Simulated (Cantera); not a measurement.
Charge: 1 mol CF4, 0.15 mol HCl, equilibrated at 7.30 Pa.

These are equilibrium values from Cantera (NASA tables, ideal gas, pure condensed phases), not measurements of a reactor. Candidate condensed phases: C, C6H6, C7H8, C8H18; 118 gas species. Kinetics and transport are ignored. All values below are at 3150 °C.

Base state: F 0.756, C 0.185, Cl 0.0284, H 0.0279, C2 0.00148, CF 0.00147, HF 0.000519, C3 0.000105 (mole fractions); condensed: gas only.

Problem. What changes in the equilibrium state with this change: HCl from 0.15 to 2.5 mol?

Solution. 
| species | before | after |
|---|---|---|
| F | 0.756 | 0.398 |
| Cl | 0.0284 | 0.251 |
| H | 0.0279 | 0.248 |
| C | 0.185 | 0.0990 |
| H2 | 2.33e-7 | 1.84e-5 |
| HCl | 3.56e-7 | 2.80e-5 |
| C3 | 0.000105 | 1.63e-5 |
